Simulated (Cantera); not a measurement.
What does this Cantera script print?

```python
import numpy as np
import cantera as ct

gas_names = [...]  # 109 gases of nasa_gas.yaml made of C, Cl, H, Si
cond_names = """
    C(gr) C6H6(L) C7H8(L) C8H18(L),n-octa Si(cr) Si(L) SiC(b)
""".split()


# ... load() reads the species with a 1 bar reference pressure and builds the phases ...
atoms = {
    'SiCl4': {'Si': 1, 'CL': 4},
    'C3H8': {'C': 3, 'H': 8},
    'H2': {'H': 2},
}
top_T = {'C(gr)': 4500, 'SiC(b)': 3050}  # K; cautious upper limits of use, not melting points


# ... equilibrate(T, P, feed) seeds the gas with the atoms and calls Mixture.equilibrate('TP', solver="gibbs", rtol=1e-10, max_steps=50000) ...
results = []
feed = {'SiCl4': 1, 'C3H8': 0.39, 'H2': 1.5}  # mol
P = 10000  # Pa
for T in [950, 1000, 1050, 1100, 1150, 1200, 1250, 1300, 1350, 1400, 1450, 1500, 1550, 1600]:
    mix = equilibrate(T, P, feed)
    results.append((T, P, feed, dict(zip(mix.species_names, mix.species_moles))))

top = {s: max(r[3][s] / sum(r[3][g] for g in gas_names) for r in results) for s in gas_names}
cols = sorted((s for s in top if top[s] > 0.0001), key=lambda s: -top[s])[:6]
seen = [c for c in cond_names if any(r[3].get(c, 0) > 1e-12 for r in results)]
print("log10 of partial pressures in bar; condensed amounts in mol")
print(f"{'T/K':>10s}" + "".join(f"{s[:9]:>10s}" for s in cols + seen))
for T, P, feed, n in results:
    ng = sum(n[g] for g in gas_names)
    print(f"{T:10.4g}" + "".join(f"{np.log10(max(n[s] / ng * P / 1e5, 1e-99)):10.3f}" for s in cols)
          + "".join(f"{n.get(c, 0):10.4g}" for c in seen))
```

Output:

```
log10 of partial pressures in bar; condensed amounts in mol
       T/K        H2       HCL     SiCL4     SiCL2     SiCL3       CH4     C(gr)    SiC(b)
       950    -1.175    -1.966    -1.677    -6.182    -4.691    -3.126     1.034    0.1054
      1000    -1.190    -1.836    -1.705    -5.661    -4.375    -3.399     1.007    0.1458
      1050    -1.208    -1.724    -1.738    -5.195    -4.095    -3.659    0.9679    0.1928
      1100    -1.231    -1.627    -1.776    -4.777    -3.848    -3.907    0.9194    0.2453
      1150    -1.257    -1.544    -1.820    -4.400    -3.630    -4.144    0.8651    0.3018
      1200    -1.285    -1.473    -1.872    -4.062    -3.438    -4.371    0.8079    0.3602
      1250    -1.315    -1.413    -1.932    -3.757    -3.272    -4.589    0.7507    0.4182
      1300    -1.346    -1.363    -2.000    -3.483    -3.128    -4.796    0.6963     0.473
      1350    -1.377    -1.322    -2.079    -3.238    -3.008    -4.992    0.6475    0.5221
      1400    -1.406    -1.289    -2.170    -3.020    -2.909    -5.177     0.607    0.5627
      1450    -1.434    -1.263    -2.276    -2.828    -2.834    -5.348     0.577    0.5928
      1500    -1.457    -1.244    -2.399    -2.662    -2.781    -5.504    0.5591    0.6108
      1550    -1.476    -1.232    -2.540    -2.520    -2.752    -5.644    0.5534    0.6164
      1600    -1.489    -1.225    -2.699    -2.401    -2.746    -5.766    0.5593    0.6105
```

Cantera equilibrium calculation (NASA polynomials, part measured and part estimated; ideal gas, pure solids and liquids). The tables' values for SiCl3 are old estimates; treat these amounts as uncertain.
